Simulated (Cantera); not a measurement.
A closed system holds: 1 mol FeS2, 150 mol H2, at 1475 K and 37.0 mbar.

Cantera equilibrium calculation (NASA polynomials, part measured and part estimated; ideal gas, pure solids and liquids). Candidate condensed phases: Fe, FeS, FeS2, S; 8 gas species. Kinetics and transport are ignored.

Base state: H2 0.987, H2S 0.0126, S2 0.000260, SH 0.000234, H 6.70e-5 (mole fractions); condensed: Fe(γ).

Q: What changes in the equilibrium state with this change: temperature from 1475 K to 698 K?

A: 
| species | before | after |
|---|---|---|
| H2 | 0.987 | 0.993 |
| H2S | 0.0126 | 0.00667 |
| S2 | 0.000260 | <1e-9 |
| SH | 0.000234 | <1e-9 |
| H | 6.70e-5 | <1e-9 |
| Fe(γ), mol | 1.000 | 0 |
| FeS(s), mol | 0 | 1.00 |
FeS: taken at fixed stoichiometry.
